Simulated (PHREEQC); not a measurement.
Consider water at 25 °C with 0.16 mol/kgw HF, 9.2e-05 mol/kgw NaF and 0.0051 mol/kgw (NH4)2SiF6. Closed to the air; pH follows from the charge balance.

Equilibrium calculation in PHREEQC: ion-association model, phreeqc.dat.

Each row changes one thing in this solution. No solid was allowed to form.

```tsv
case	pH	ionic strength (mol/kgw)	HF (mol/kgw)	F- (mol/kgw)	HF2- (mol/kgw)	NH3 (mol/kgw)	SI of Quartz (SiO2)
as made	1.91	0.0294	0.141	0.00915	0.00495	3.95e-10	-8.45
NaF left out	1.91	0.0294	0.141	?	0.00493	3.94e-10	-8.45
NaF replaced by Na3PO4 at the same molality	1.91	0.0295	0.141	0.00919	0.00497	3.97e-10	-8.45
0.063 mol/kgw NH4HF2 added	2.38	0.0834	?	0.0395	0.0286	?	-10.31
NaF from 9.2e-05 to 0.00092 mol/kgw	1.92	0.0298	0.141	0.00943	0.00511	4.06e-10	-8.48
HF from 0.16 to 0.144 mol/kgw	1.94	?	0.127	0.00881	0.00428	4.26e-10	-8.23
temperature from 25 to 15 °C	1.88	0.0304	0.140	0.0101	0.00496	1.78e-10	-9.09
diluted 5-fold with water	2.35	0.00792	0.0267	0.00441	?	2.36e-10	-5.56
```

What belongs in the gaps?


- NaF left out, F- (mol/kgw): 0.00911
- 0.063 mol/kgw NH4HF2 added, HF (mol/kgw): 0.189
- 0.063 mol/kgw NH4HF2 added, NH3 (mol/kgw): 7.40e-9
- HF from 0.16 to 0.144 mol/kgw, ionic strength (mol/kgw): 0.0284
- diluted 5-fold with water, HF2- (mol/kgw): 0.000452

SiF6-2 is the database's only silicon fluoride.
